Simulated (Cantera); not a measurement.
What does this Cantera script print?

```python
import numpy as np
import cantera as ct

gas = ct.Solution("gri30.yaml")
gas.TPX = 748, 101325, {'CH4': 1, 'CO': 0.36, 'O2': 3.63, 'N2': 22.9}
inlet = ct.Reservoir(gas, clone=True)
gas.equilibrate("HP")  # start burning
reactor = ct.IdealGasConstPressureReactor(gas, energy="on", clone=False)
exhaust = ct.Reservoir(gas, clone=True)
tau = [0.094, 0.031, 0.01, 0.0033, 0.0011, 0.00035, 0.00012, 3.8e-05, 1.2e-05][0]
for a, b in ((inlet, reactor), (reactor, exhaust)):
    ct.MassFlowController(a, b, mdot=lambda t: reactor.mass / tau)
net = ct.ReactorNet([reactor])
show = ['CH4', 'CO', 'O2', 'C2H4', 'N2O', 'CH2CO']

rows = []
print(f"{'tau/s':>10s}{'T/K':>9s}" + "".join(f"{s:>11s}" for s in show))
for tau in [0.094, 0.031, 0.01, 0.0033, 0.0011, 0.00035, 0.00012, 3.8e-05, 1.2e-05]:
    net.initial_time = 0.0
    net.advance(30 * tau)
    before = gas.X
    net.advance(40 * tau)
    drift = np.max(np.abs(gas.X - before) / (gas.X + 1e-9))
    rows.append([gas.T, *gas[show].X, drift])
    print(f"{tau:10.3e}{gas.T:9.1f}" + "".join(f"{x:11.3e}" for x in gas[show].X))
```

It prints:

```
     tau/s      T/K        CH4         CO         O2       C2H4        N2O      CH2CO
 9.400e-02   1657.1  1.137e-05  4.135e-04  5.233e-02  1.816e-09  6.554e-07  1.178e-09
 3.100e-02   1650.3  2.277e-05  8.626e-04  5.248e-02  3.935e-09  6.828e-07  3.037e-09
 1.000e-02   1636.8  4.651e-05  1.807e-03  5.285e-02  8.155e-09  5.903e-07  7.621e-09
 3.300e-03   1611.6  9.709e-05  3.677e-03  5.373e-02  1.778e-08  4.640e-07  1.919e-08
 1.100e-03   1565.9  2.249e-04  7.409e-03  5.577e-02  5.250e-08  3.480e-07  5.662e-08
 3.500e-04   1469.2  8.342e-04  1.662e-02  6.209e-02  4.678e-07  2.156e-07  3.862e-07
 1.200e-04    748.0  3.586e-02  1.291e-02  1.302e-01 -4.560e-20  1.977e-20 -5.753e-21
 3.800e-05    748.0  3.586e-02  1.291e-02  1.302e-01  2.309e-25  4.522e-21  3.217e-24
 1.200e-05    748.0  3.586e-02  1.291e-02  1.302e-01  1.341e-28  7.552e-22  1.905e-25
```

Cantera simulation using GRI-Mech 3.0 (53 species, 325 reactions); the numbers are that mechanism's predictions, not measurements.
